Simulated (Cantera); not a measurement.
Input: 1 mol trisilylamine, 8.7 mol NH₃, 4.6 mol N₂, held at 752 °C and 1.33 mbar.

These are equilibrium values from Cantera (NASA tables, ideal gas, pure condensed phases), not measurements of a reactor. Candidate condensed phases: Si, Si₃N₄; 18 gas species. The feed counts by its element totals alone. The numbers say what is thermodynamically allowed, not how fast it happens.

Base state: H₂ 0.702, N₂ 0.298 (mole fractions); condensed: Si₃N₄(s).

### Question
What changes in the equilibrium state with this change: 0.061 mol Cl₂ added?

### Answer
| species | before | after |
|---|---|---|
| H₂ | 0.702 | 0.698 |
| N₂ | 0.298 | 0.297 |
| HCl | 0 | 0.00487 |
| Si₃N₄(s), mol | 1.00 | 1.00 |
Further candidate phases: NH₄Cl.
